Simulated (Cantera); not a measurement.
Charge: 1 mol FeS, 0.42 mol H₂, 8.4 mol H₂O, at 0.345 Torr.

Cantera equilibrium calculation (NASA polynomials, part measured and part estimated; ideal gas, pure solids and liquids). Candidate condensed phases: Fe, FeO, Fe(OH)₂, Fe(OH)₃, FeS, FeSO₄, FeS₂, Fe₂O₃, Fe₂(SO₄)₃, Fe₃O₄, H₂O, H₂SO₄, S; 22 gas species. FeS: taken at fixed stoichiometry. Equilibrium is a limit: real reactors are often held back by kinetics, nucleation or transport. All values below are at 898 K.

Base state: H₂O 0.945, H₂ 0.0500, H₂S 0.00437, SO₂ 0.000215, S₂ 7.77e-5 (mole fractions); condensed: FeS(s) + Fe₃O₄(s).

What changes in the equilibrium state with this change: 0.52 mol H₂S added?


| species | before | after |
|---|---|---|
| H₂O | 0.945 | 0.891 |
| H₂ | 0.0500 | 0.0590 |
| H₂S | 0.00437 | 0.0432 |
| S₂ | 7.77e-5 | 0.00545 |
| SO₂ | 0.000215 | 0.00115 |
| FeS(s), mol | 0.958 | 1.00 |
| Fe₃O₄(s), mol | 0.0140 | 0 |
Gases not in the tables: S₃ to S₇.
